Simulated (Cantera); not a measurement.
Premixed flame

A freely propagating, adiabatic, planar premixed flame of H2 : O2 : N2 = 1 : 0.685 : 2.58 (molar parts), unburnt at 500 K and 5.00 bar; mixture-averaged transport, grid criteria slope 0.08 and curve 0.16, no radiation.

Cantera simulation using the H2/O2 subset of GRI-Mech 3.0, which has no nitrogen chemistry; the numbers are that mechanism's predictions, not measurements. The hydrogen kinetics of GRI-Mech 3.0 are dated; newer H2 mechanisms differ, most at raised pressure. Burning velocities carry a grid error of a few per cent, more on coarse grids.

| z (mm) | T (K) | u (m/s) | x H2 | x O2 | x OH | x HO2 | x H | x H2O2 |
|---|---|---|---|---|---|---|---|---|
| -0.172 | 500 | 2.56 | 0.234 | 0.161 | <1e-8 | <1e-8 | <1e-8 | <1e-8 |
| -0.115 | 500 | 2.56 | 0.233 | 0.161 | <1e-8 | 1.14e-7 | <1e-8 | 1.74e-8 |
| -0.0861 | 501 | 2.56 | 0.230 | 0.162 | <1e-8 | 1.26e-6 | <1e-8 | 1.96e-7 |
| -0.0574 | 508 | 2.57 | 0.221 | 0.163 | <1e-8 | 1.46e-5 | <1e-8 | 2.28e-6 |
| -0.0287 | 631 | 3.05 | 0.178 | 0.166 | 4.44e-5 | 0.000598 | 2.60e-5 | 7.18e-5 |
| -0.0144 | 957 | 4.49 | 0.130 | 0.153 | 0.000791 | 0.000776 | 0.00126 | 0.000120 |
| 0 | 1359 | 6.28 | 0.0754 | 0.119 | 0.00288 | 0.000403 | 0.00614 | 3.09e-5 |
| 0.0144 | 1639 | 7.54 | 0.0370 | 0.0844 | 0.00689 | 0.000215 | 0.00962 | 5.84e-6 |
| 0.0287 | 1800 | 8.26 | 0.0200 | 0.0669 | 0.0101 | 0.000130 | 0.00894 | 3.50e-6 |
| 0.0574 | 1960 | 8.95 | 0.0105 | 0.0570 | 0.0117 | 6.68e-5 | 0.00524 | 2.08e-6 |
| 0.115 | 2080 | 9.45 | 0.00567 | 0.0538 | 0.0100 | 3.08e-5 | 0.00195 | 1.26e-6 |
| 0.230 | 2149 | 9.73 | 0.00247 | 0.0530 | 0.00710 | 1.31e-5 | 0.000524 | 7.74e-7 |
| 0.459 | 2178 | 9.84 | 0.00101 | 0.0530 | 0.00477 | 6.62e-6 | 0.000137 | 5.19e-7 |
x: mole fraction of selected species; z is measured from the peak of heat release.

laminar burning velocity: 256 cm/s
thermal thickness: 0.0574 mm
peak x(OH): 0.0117
peak x(HO2): 0.000904
peak x(H): 0.00976
peak x(H2O2): 0.000124
